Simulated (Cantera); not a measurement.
Hydrocarbon pyrolysis for carbon deposition

A perfectly stirred reactor is fed with 5.88 % C3H8, 94.1 % H2, at 4.28 Torr; it is held at 1550 K, and followed from long to short residence time.

Model: GRI-Mech 3.0 (53 species, 325 reactions), integrated in Cantera. GRI-Mech 3.0 was tuned for natural gas; its chemistry of propane as a main component is partial and can be far from experiment. GRI-Mech 3.0 stops at C3 and has no aromatics, soot or wall deposition, so with more carbon than oxygen in the feed, carbon stays in small species such as C2H2 where larger ones or solid carbon would form. Radical loss at walls, strong at low pressure, is not modelled.

```
τ (s)      x C3H8   x H2   x CH4    x CH2    x C2H2
-------  --------  -----  ------  -------  --------
0.31     0.000133  0.896  0.0476  1.04e-6    0.0515
0.14     0.000269  0.893  0.0521  1.36e-6    0.0473
0.067    0.000519  0.890  0.0550  1.70e-6    0.0425
0.032     0.00100  0.889  0.0566  2.12e-6    0.0365
0.015     0.00195  0.888  0.0566  2.67e-6    0.0288
0.0069    0.00382  0.888  0.0547  3.44e-6    0.0201
0.0032    0.00740  0.891  0.0501  4.36e-6    0.0118
0.0015     0.0144  0.897  0.0413  5.07e-6   0.00529
0.00071    0.0269  0.909  0.0270  4.74e-6   0.00146
0.00033    0.0428  0.925  0.0112  2.86e-6  0.000193
```
x: mole fraction; the columns are a selection and need not sum to one.
